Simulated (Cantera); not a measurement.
Thermodynamics of oxide etching and cleaning by halides, feed Fe2O3 + HCl

Feed: 1 mol Fe2O3, 10 mol HCl, at 24.0 Pa.

Method: chemical equilibrium by Gibbs-energy minimisation in Cantera with the NASA 1993 tables (ideal gas, pure condensed phases). Candidate condensed phases: Fe, FeCl2, FeCl3, FeO, Fe(OH)2, Fe(OH)3, Fe2O3, Fe3O4, H2O; 22 gas species. Condensed phases not in the tables: FeOCl. Rates play no part.

| T (K) | x HCl | x H2O | x FeCl2 | x Cl | x O2 | n Fe2O3(s) | n Fe3O4(s) |
|---|---|---|---|---|---|---|---|
| 675 | 0.995 | 0.00292 | 9.84e-5 | 1.37e-7 | <1e-12 | 0.990 | 0 |
| 750 | 0.992 | 0.00484 | 0.000481 | 2.71e-6 | 4.52e-10 | 0.984 | 0 |
| 825 | 0.986 | 0.00763 | 0.00165 | 3.02e-5 | 7.25e-8 | 0.975 | 0 |
| 900 | 0.978 | 0.0118 | 0.00425 | 0.000214 | 4.63e-6 | 0.961 | 0 |
| 975 | 0.965 | 0.0182 | 0.00896 | 0.00104 | 0.000132 | 0.939 | 0 |
| 1050 | 0.943 | 0.0278 | 0.0176 | 0.00339 | 0.00136 | 0.898 | 0 |
| 1125 | 0.906 | 0.0432 | 0.0335 | 0.00746 | 0.00492 | 0.822 | 0 |
| 1200 | 0.850 | 0.0671 | 0.0572 | 0.0127 | 0.0103 | 0.703 | 0 |
| 1275 | 0.776 | 0.0951 | 0.0824 | 0.0212 | 0.0239 | 0 | 0.380 |
| 1350 | 0.706 | 0.126 | 0.111 | 0.0285 | 0.0271 | 0 | 0.279 |
| 1425 | 0.633 | 0.159 | 0.140 | 0.0365 | 0.0299 | 0 | 0.174 |
| 1500 | 0.561 | 0.191 | 0.169 | 0.0451 | 0.0324 | 0 | 0.0706 |
| 1575 | 0.507 | 0.215 | 0.188 | 0.0557 | 0.0328 | 0 | 0 |
| 1650 | 0.489 | 0.221 | 0.187 | 0.0716 | 0.0287 | 0 | 0 |
x: gas mole fraction; n: condensed amount in mol.

From 675 K to 1200 K the condensed part is Fe2O3(s). From 1275 K to 1500 K the condensed part is Fe3O4(s). From 1575 K to 1650 K nothing is condensed. The main Fe-bearing gas is FeCl3 at 675 K and FeCl2 at 1650 K.
